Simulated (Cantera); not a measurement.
An adiabatic, constant-pressure homogeneous reactor starts with 16.3 % CH4, 2.93 % H2, 16.9 % O2, 63.9 % N2, equivalence ratio 2.0, at 1300 K and 1200000 Pa.

Computed with Cantera and GRI-Mech 3.0 (53 species, 325 reactions). The pressure lies above the range GRI-Mech 3.0 was tuned for (to about 10 atm).

One state of this run: T (K) = 2394; x CH4 = 3.32e-9; x H2 = 0.170; x O2 = 6.38e-7; x C2H = <1e-12; x H2O = 0.135; x C2H6 = <1e-12; x OH = 0.000267. x: mole fraction; the columns are a selection and need not sum to one.

Question: Which value of t (s) does it belong to?
A) 0.00544
B) 3.70e-5
C) 1.61e-5
D) 7.00e-6

Answer: A, 0.00544
